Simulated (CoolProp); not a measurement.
Saturation properties of isobutane (Tc = 407.8 K, pc = 36.29 bar, ω = 0.184).

Values from CoolProp's reference Helmholtz-energy equation of state, Bücker 2006.

| T (K) | p (bar) | liquid density (kg/m³) | enthalpy of vaporisation (kJ/kg) | liquid cp (kJ/(kg K)) | vapour Z |
|---|---|---|---|---|---|
| 189.3 | 0.01664 | 668.2 | 422.5 | 1.931 | 0.9981 |
| 196.2 | ? | 661.5 | 417.3 | 1.955 | 0.9971 |
| 203.2 | 0.04792 | 654.5 | ? | 1.979 | 0.9956 |
| 210.2 | 0.07680 | 647.5 | 406.7 | 2.004 | 0.9938 |
| 217.1 | 0.1181 | 640.6 | 401.4 | 2.030 | ? |
| 224.1 | 0.1772 | 633.5 | 396.0 | 2.057 | 0.9884 |
| 231.1 | 0.2583 | 626.3 | 390.5 | 2.086 | 0.9846 |
| 238 | 0.3653 | 619.1 | 384.9 | 2.115 | 0.9802 |
| 245 | 0.5075 | 611.6 | 379.2 | 2.145 | 0.9748 |
| 252 | 0.6903 | 604.1 | 373.3 | 2.177 | 0.9686 |
| 258.9 | 0.9178 | 596.6 | ? | 2.210 | ? |
| 265.9 | 1.204 | 588.8 | 361.1 | 2.245 | 0.9532 |
| 272.9 | 1.556 | 580.9 | 354.6 | ? | 0.9439 |
| 279.9 | 1.981 | 572.8 | 347.8 | 2.320 | 0.9336 |

Q: Some entries are withheld; supply them.

A: 
- 196.2, p (bar): 0.02875
- 203.2, enthalpy of vaporisation (kJ/kg): 412.0
- 217.1, vapour Z: 0.9914
- 258.9, enthalpy of vaporisation (kJ/kg): 367.3
- 258.9, vapour Z: 0.9615
- 272.9, liquid cp (kJ/(kg K)): 2.281

It boils at 261.4 K under 1 atm.
